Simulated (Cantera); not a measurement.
A closed system holds: 1 mol H2O, 0.034 mol SO2, equilibrated at 100 Torr.

Equilibrium computed with Cantera from the NASA thermochemical tables; the gas is ideal and each condensed phase is pure. Candidate condensed phases: H2O, H2SO4, S; 19 gas species. The numbers say what is thermodynamically allowed, not how fast it happens. All values below are at 2175 °C.

Base state: H2O 0.825, H2 0.0647, OH 0.0345, SO2 0.0290, O2 0.0258, H 0.0139, O 0.00491, SO 0.00202 (mole fractions); condensed: gas only.

### Question
What changes in the equilibrium state with this change: H2O replaced by S?

### Answer
```json
[
 {"species": "S2", "before": "1.44e-7", "after": "0.813"},
 {"species": "S", "before": "3.64e-5", "after": "0.0866"},
 {"species": "SO", "before": "0.00202", "after": "0.0790"},
 {"species": "H2O", "before": "0.825", "after": "0"},
 {"species": "H2", "before": "0.0647", "after": "0"},
 {"species": "OH", "before": "0.0345", "after": "0"},
 {"species": "H", "before": "0.0139", "after": "0"},
 {"species": "O2", "before": "0.0258", "after": "6.97e-6"},
 {"species": "SO2", "before": "0.0290", "after": "0.0186"},
 {"species": "S2O", "before": "3.31e-8", "after": "0.00308"},
 {"species": "SH", "before": "1.55e-5", "after": "0"},
 {"species": "O", "before": "0.00491", "after": "8.06e-5"}
]
```

### Question
What changes in the equilibrium state with this change: H2O replaced by HF?

### Answer
| species | before | after |
|---|---|---|
| HF | 0 | 0.956 |
| SO2 | 0.0290 | 0.0257 |
| SO | 0.00202 | 0.00643 |
| H2O | 0.825 | 0.00127 |
| H2 | 0.0647 | 0.000358 |
| OH | 0.0345 | 0.000716 |
| H | 0.0139 | 0.00103 |
| O2 | 0.0258 | 0.00201 |
| F | 0 | 0.00501 |
| SF | 0 | 1.02e-5 |
| S2 | 1.44e-7 | 1.86e-5 |
